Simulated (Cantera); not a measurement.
A perfectly stirred reactor is fed with CH4 : CO2 = 1 : 0.32 (molar parts), at 8.20 bar; it is held at 1448 K, and followed from long to short residence time.

Cantera simulation using GRI-Mech 3.0 (53 species, 325 reactions); the numbers are that mechanism's predictions, not measurements. GRI-Mech 3.0 stops at C3 and has no aromatics, soot or wall deposition, so with more carbon than oxygen in the feed, carbon stays in small species such as C2H2 where larger ones or solid carbon would form.

Predict: x(CH4) at τ = 12.0 s; x(CO2) at τ = 12.0 s; x(C2H6) at τ = 12.0 s; x(CO) at τ = 12.0 s; x(CH2CO) at τ = 12.0 s; x(CH4) at τ = 0.120 s; x(CO2) at τ = 0.120 s; x(C2H6) at τ = 0.120 s; x(CO) at τ = 0.120 s; x(CH2CO) at τ = 0.120 s.


| Item | Value |
|---|---|
| x(CH4) at τ = 12.0 s | 0.333 |
| x(CO2) at τ = 12.0 s | 0.0374 |
| x(C2H6) at τ = 12.0 s | 0.00119 |
| x(CO) at τ = 12.0 s | 0.199 |
| x(CH2CO) at τ = 12.0 s | 8.46e-6 |
| x(CH4) at τ = 0.120 s | 0.595 |
| x(CO2) at τ = 0.120 s | 0.206 |
| x(C2H6) at τ = 0.120 s | 0.00114 |
| x(CO) at τ = 0.120 s | 0.0169 |
| x(CH2CO) at τ = 0.120 s | 1.21e-6 |
